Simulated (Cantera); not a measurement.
An adiabatic, constant-volume homogeneous reactor starts with H₂ : O₂ : N₂ : H₂O = 1 : 0.5 : 1.88 : 0.088 (molar parts), equivalence ratio 1.0, at 1723 K and 488 Torr. Integrator tolerance rtol = 1e-08.

Cantera simulation using the H2/O2 subset of GRI-Mech 3.0, which has no nitrogen chemistry; the numbers are that mechanism's predictions, not measurements.

### Question
How do the results move with these cheaper or finer settings: rtol 1e-08 to 0.01?

### Answer
```json
[
 {"setting": "as above", "time of steepest temperature rise": "10.7 µs", "temperature at 0.100 s": "2959 K", "equilibrium temperature": "2959 K", "x(H₂) at 0.100 s": "0.0622", "integrator steps": "1070"},
 {"setting": "rtol 1e-08 to 0.01", "time of steepest temperature rise": "10.0 µs", "temperature at 0.100 s": "2959 K", "equilibrium temperature": "2959 K", "x(H₂) at 0.100 s": "0.0622", "integrator steps": "172"}
]
```
